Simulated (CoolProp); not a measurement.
Chlorine along the isobar 20 MPa: Z from the reference equation and from simpler models built on Tc = 143.7 °C, pc = 7.642 MPa, ω = 0.070; each cubic takes its own stable root.

Values from CoolProp's reference Helmholtz-energy equation of state, Thol 2021.

```json
[
 {"T (°C)": "2.25", "phase": "liquid", "reference": "0.4122", "van der Waals": "0.6312", "Soave-Redlich-Kwong": "0.4422"},
 {"T (°C)": "5.65", "phase": "liquid", "reference": "0.4096", "van der Waals": "0.6262", "Soave-Redlich-Kwong": "0.4393"},
 {"T (°C)": "9.15", "phase": "liquid", "reference": "0.4070", "van der Waals": "0.6212", "Soave-Redlich-Kwong": "0.4365"},
 {"T (°C)": "12.55", "phase": "liquid", "reference": "0.4046", "van der Waals": "0.6165", "Soave-Redlich-Kwong": "0.4338"},
 {"T (°C)": "15.95", "phase": "liquid", "reference": "0.4023", "van der Waals": "0.6119", "Soave-Redlich-Kwong": "0.4313"},
 {"T (°C)": "19.45", "phase": "liquid", "reference": "0.4000", "van der Waals": "0.6074", "Soave-Redlich-Kwong": "0.4288"},
 {"T (°C)": "22.85", "phase": "liquid", "reference": "0.3978", "van der Waals": "0.6032", "Soave-Redlich-Kwong": "0.4265"},
 {"T (°C)": "26.35", "phase": "liquid", "reference": "0.3957", "van der Waals": "0.5989", "Soave-Redlich-Kwong": "0.4243"},
 {"T (°C)": "29.75", "phase": "liquid", "reference": "0.3937", "van der Waals": "0.5950", "Soave-Redlich-Kwong": "0.4222"},
 {"T (°C)": "33.25", "phase": "liquid", "reference": "0.3918", "van der Waals": "0.5910", "Soave-Redlich-Kwong": "0.4203"},
 {"T (°C)": "36.65", "phase": "liquid", "reference": "0.3901", "van der Waals": "0.5874", "Soave-Redlich-Kwong": "0.4184"},
 {"T (°C)": "40.05", "phase": "liquid", "reference": "0.3884", "van der Waals": "0.5838", "Soave-Redlich-Kwong": "0.4167"},
 {"T (°C)": "43.55", "phase": "liquid", "reference": "0.3867", "van der Waals": "0.5803", "Soave-Redlich-Kwong": "0.4151"},
 {"T (°C)": "46.95", "phase": "liquid", "reference": "0.3852", "van der Waals": "0.5770", "Soave-Redlich-Kwong": "0.4137"},
 {"T (°C)": "50.45", "phase": "liquid", "reference": "0.3837", "van der Waals": "0.5737", "Soave-Redlich-Kwong": "0.4123"},
 {"T (°C)": "53.85", "phase": "liquid", "reference": "0.3824", "van der Waals": "0.5706", "Soave-Redlich-Kwong": "0.4110"}
]
```
